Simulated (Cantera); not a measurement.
An adiabatic, constant-pressure homogeneous reactor starts with CO : H₂ : O₂ : N₂ = 1 : 0.24 : 1.51 : 13.8 (molar parts), equivalence ratio 0.41, at 1000 K and 14.8 atm. Integrator tolerance rtol = 1e-08.

Cantera simulation using GRI-Mech 3.0 (53 species, 325 reactions); the numbers are that mechanism's predictions, not measurements. The hydrogen kinetics of GRI-Mech 3.0 are dated; newer H2 mechanisms differ, most at raised pressure. The pressure lies above the range GRI-Mech 3.0 was tuned for (to about 10 atm).

Q: What does this change do: pressure from 14.8 atm to 0.987 atm?

A: 
```tsv
quantity	before	after
time of steepest temperature rise	16.5 ms	1.24 ms
temperature at 0.200 s	1600 K	1600 K
equilibrium temperature	1598 K	1598 K
x(CO) at 0.200 s	1.38e-6 (gas-phase equilibrium 1.34e-6)	5.35e-6 (gas-phase equilibrium 5.19e-6)
x(H₂) at 0.200 s	1.10e-7 (gas-phase equilibrium 1.08e-7)	4.26e-7 (gas-phase equilibrium 4.16e-7)
x(O₂) at 0.200 s	0.0559 (gas-phase equilibrium 0.0553)	0.0559 (gas-phase equilibrium 0.0553)
x(H₂O₂) at 0.200 s	4.95e-9 (gas-phase equilibrium 4.86e-9)	1.27e-9 (gas-phase equilibrium 1.25e-9)
x(N₂O) at 0.200 s	2.55e-7 (gas-phase equilibrium 2.51e-7)	6.55e-8 (gas-phase equilibrium 6.48e-8)
x(HO₂) at 0.200 s	1.07e-7 (gas-phase equilibrium 1.05e-7)	5.45e-8 (gas-phase equilibrium 5.33e-8)
```
